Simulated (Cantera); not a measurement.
Feed: 1 mol BF₃, 1.4 mol H₂O, at 1898 K and 0.160 bar.

Method: chemical equilibrium by Gibbs-energy minimisation in Cantera with the NASA 1993 tables (ideal gas, pure condensed phases). Candidate condensed phases: B, B₂O₃, B₃O₃H₃, H₂O; 43 gas species. The tables' values for BF₂ are old estimates; treat these amounts as uncertain. Rates play no part.

Q: What is the equilibrium state?

A: 
| Quantity | Result |
|---|---|
| x(HF) | 0.579 |
| x(BOF) | 0.257 |
| x(H₂O) | 0.118 |
| x(BF₃) | 0.0211 |
| x(HBO₂) | 0.0207 |
| x(H₂) | 0.00153 |
| x(O₂) | 0.000614 |
| x(OH) | 0.000484 |
| x(B₂O₃) | 0.000320 |
| gas amount | 3.333 mol |
| log10 activity of B(s) (absent) | -9.60 |
| log10 activity of B₃O₃H₃(s) (absent) | -23.54 |
